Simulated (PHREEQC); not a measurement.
PHREEQC input (ion-association model, wateq4f.dat):

```
SOLUTION_MASTER_SPECIES
  An  An-  0  An  62.0  # stands for a non-complexing anion
SOLUTION_SPECIES
  An- = An-
    -log_k 0
    -gamma 3.0 0
PHASES
  Fix_H+
    H+ = H+
    -log_k 0
SOLUTION 1
  temp 25
  units mmol/kgw
  pH 7 charge
  Se(6) 0.0079
  Na 300.018
  Se(4) 0.0012
  An 300
END
SELECTED_OUTPUT 1
  -reset false
  -pH true
  -pe true
  -ionic_strength true
  -water true
  -totals Na Se Se(-2) Se(4) Se(6)
  -molalities Hfo_wOH Hfo_wOH2+ Hfo_wO- Hfo_sOH Hfo_sOH2+ Hfo_sO- Hfo_wSeO3- Hfo_wOHSeO3-2 Hfo_wSeO4- Hfo_wOHSeO4-2
USER_PUNCH 1
  -headings sigma psi
  10 PUNCH EDL("sigma", "Hfo"), EDL("psi", "Hfo")
PRINT
  -reset false
USE solution 1
SURFACE 1
  Hfo_wOH 0.00047191 600 0.21
  Hfo_sOH 1.17978e-05
EQUILIBRIUM_PHASES 1
  Fix_H+ -4 HAn 10
    -force_equality true
END
# ... the last block is repeated for the other 12 points of pH, with NaOH or the acid as the point needs
```

Selected output (columns that matter, 13 of 13 rows; pH added in front):

```
pH	mu	Na	Se	m_Hfo_wOH	m_Hfo_wOH2+	m_Hfo_wO-	m_Hfo_sOH	m_Hfo_sOH2+	m_Hfo_sO-	m_Hfo_wSeO3-	m_Hfo_wOHSeO3-2	m_Hfo_wSeO4-	sigma	psi
4	0.30037	0.30002	1.3412e-06	2.5323e-05	0.00043879	3.3478e-08	6.4365e-07	1.1153e-05	8.5095e-10	1.1263e-06	3.7885e-08	5.8315e-06	0.338	0.12134
4.5	0.30026	0.30002	1.6325e-06	6.1622e-05	0.0004026	2.1607e-07	1.5653e-06	1.0227e-05	5.4886e-09	1.0866e-06	9.6931e-08	4.665e-06	0.30895	0.11682
5	0.3002	0.30002	2.3864e-06	0.00012056	0.00034367	9.6889e-07	3.0575e-06	8.7157e-06	2.4572e-08	9.8759e-07	2.0193e-07	3.0767e-06	0.26193	0.10856
5.5	0.30016	0.30002	3.8613e-06	0.00019052	0.00027311	3.0447e-06	4.8164e-06	6.9044e-06	7.6971e-08	8.4671e-07	3.4426e-07	1.5678e-06	0.20587	0.096637
6	0.30012	0.30002	5.7708e-06	0.0002556	0.00020571	7.2755e-06	6.4354e-06	5.1793e-06	1.8318e-07	6.903e-07	4.9991e-07	5.6031e-07	0.15165	0.08189
6.5	0.30009	0.30002	7.1544e-06	0.00030528	0.0001505	1.4185e-05	7.6635e-06	3.7782e-06	3.561e-07	5.4407e-07	6.432e-07	1.3543e-07	0.10456	0.064903
7	0.30007	0.30002	7.7243e-06	0.00033719	0.00010957	2.3771e-05	8.4544e-06	2.7474e-06	5.9601e-07	4.2253e-07	7.5782e-07	2.4484e-08	0.065593	0.046033
7.5	0.30005	0.30002	7.8956e-06	0.00035448	8.0446e-05	3.5782e-05	8.8846e-06	2.0163e-06	8.9685e-07	3.2595e-07	8.371e-07	3.7593e-09	0.03347	0.025679
8	0.30003	0.30002	7.9815e-06	0.00036111	5.9323e-05	5.0357e-05	9.0493e-06	1.4866e-06	1.2619e-06	2.442e-07	8.6639e-07	5.313e-10	0.0055126	0.0044024
8.5	0.30004	0.30005	8.163e-06	0.00035919	4.2931e-05	6.8847e-05	8.9978e-06	1.0754e-06	1.7246e-06	1.5919e-07	7.763e-07	7.2697e-11	-0.021657	-0.017004
9	0.30007	0.3001	8.5648e-06	0.00034781	2.9445e-05	9.4118e-05	8.7052e-06	7.3697e-07	2.3556e-06	6.7847e-08	4.671e-07	9.9395e-12	-0.051535	-0.037722
9.5	0.30013	0.30018	8.9257e-06	0.00032368	1.8531e-05	0.00012952	8.0951e-06	4.6346e-07	3.2392e-06	1.5583e-08	1.5864e-07	1.3678e-12	-0.087378	-0.05725
10	0.30026	0.30034	9.0579e-06	0.00028355	1.0349e-05	0.00017797	7.0894e-06	2.5876e-07	4.4496e-06	2.4813e-09	3.9622e-08	1.8794e-13	-0.13164	-0.075263
```

The database's selenite sorption wasn't checked against measurements; a fall in acid may be a fault of its surface constants.
